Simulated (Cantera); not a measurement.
A closed system holds: 1 mol CCl₄, 0.32 mol F₂, equilibrated at 10.0 mbar.

Method: chemical equilibrium by Gibbs-energy minimisation in Cantera with the NASA 1993 tables (ideal gas, pure condensed phases). Candidate condensed phases: C; 39 gas species. Ions and electrons are included (thermal ionisation). Rates play no part.

**Question.** Which condensed phases are stable at each of these points (T (K)): 3000, 3250, 3500, 3750, 4000, 4250, 4500, 4750, 5000?

**Answer.** 
```json
[
 {"T (K)": "3000", "condensed phases": "C(graphite)", "C condensed (%)": "40.7"},
 {"T (K)": "3250", "condensed phases": "gas only", "C condensed (%)": "0.0"},
 {"T (K)": "3500", "condensed phases": "gas only", "C condensed (%)": "0.0"},
 {"T (K)": "3750", "condensed phases": "gas only", "C condensed (%)": "0.0"},
 {"T (K)": "4000", "condensed phases": "gas only", "C condensed (%)": "0.0"},
 {"T (K)": "4250", "condensed phases": "gas only", "C condensed (%)": "0.0"},
 {"T (K)": "4500", "condensed phases": "gas only", "C condensed (%)": "0.0"},
 {"T (K)": "4750", "condensed phases": "gas only", "C condensed (%)": "0.0"},
 {"T (K)": "5000", "condensed phases": "gas only", "C condensed (%)": "0.0"}
]
```

At 3000 K the condensed part is C(graphite). From 3250 K to 5000 K nothing is condensed.
